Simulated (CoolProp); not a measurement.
A single-stage vapour-compression cycle with isohexane: evaporating at 277.15 K (dew point), condensing at 344.15 K (bubble point), superheat 0 K, subcooling 8 K, compressor efficiency 0.85, no pressure losses. Each further row changes one setting.

Model: reference Helmholtz-energy equation of state, Lemmon 2006, in CoolProp. It is a short technical equation, of lower accuracy than the large ones.

| case | cooling COP | pressure ratio | discharge temperature (K) | refrigerating effect (kJ/kg) | volumetric capacity (kJ/m³) |
|---|---|---|---|---|---|
| as stated | [?] | 12.9 | 344.1 | 226 | 93.5 |
| evaporating temperature 282.15 K | [?] | 10.1 | 344.1 | 234 | [?] |
| condensing temperature 339.15 K | [?] | 11.1 | 339.2 | 238 | 98.5 |
| subcooling 13 K | 2.87 | 12.9 | 344.1 | 238 | 98.5 |
| superheat 10 K | [?] | 12.9 | 344.1 | 242 | [?] |
| compressor efficiency 0.75 | 2.40 | 12.9 | 344.1 | 226 | 93.5 |

Task: Some entries are withheld; supply them.

Result: 
- as stated, cooling COP: 2.72
- evaporating temperature 282.15 K, cooling COP: 3.08
- evaporating temperature 282.15 K, volumetric capacity (kJ/m³): 121
- condensing temperature 339.15 K, cooling COP: 3.05
- superheat 10 K, cooling COP: 2.78
- superheat 10 K, volumetric capacity (kJ/m³): 96.5

The compression ends wet for: as stated; evaporating temperature 282.15 K; condensing temperature 339.15 K; subcooling 13 K; superheat 10 K; compressor efficiency 0.75.
